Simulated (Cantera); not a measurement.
A perfectly stirred reactor is fed with CH4 : CO : O2 : N2 = 1 : 0.06 : 1.45 : 5.45 (molar parts), equivalence ratio 1.4, at 1.80 bar; it is adiabatic with a 375 K inlet, and is followed from long to short residence time, starting on the burning branch (τ in s: 0.038, 0.013, 0.0047, 0.0017, 0.00059, 0.00021, 7.4e-05, 2.6e-05, 9.3e-06).

Computed with Cantera and GRI-Mech 3.0 (53 species, 325 reactions).

Problem. What does this change do: 0.15 parts H2O added?

Solution. 
```csv
quantity,before,after
"blow-out, bracketed by the residence times tried","burning at 0.590 ms, out at 0.210 ms","burning at 0.590 ms, out at 0.210 ms"
x(CH4) at τ = 38.0 ms,0.000557,0.000802
x(CO) at τ = 38.0 ms,0.0757,0.0718
x(O2) at τ = 38.0 ms,0.000254,0.000314
x(H) at τ = 38.0 ms,0.000677,0.000551
x(CH2O) at τ = 38.0 ms,5.22e-6,6.22e-6
x(CH4) at τ = 0.590 ms,0.00335,0.00448
x(CO) at τ = 0.590 ms,0.0748,0.0714
x(O2) at τ = 0.590 ms,0.00687,0.00890
x(H) at τ = 0.590 ms,0.00148,0.00115
x(CH2O) at τ = 0.590 ms,9.49e-5,0.000113
```
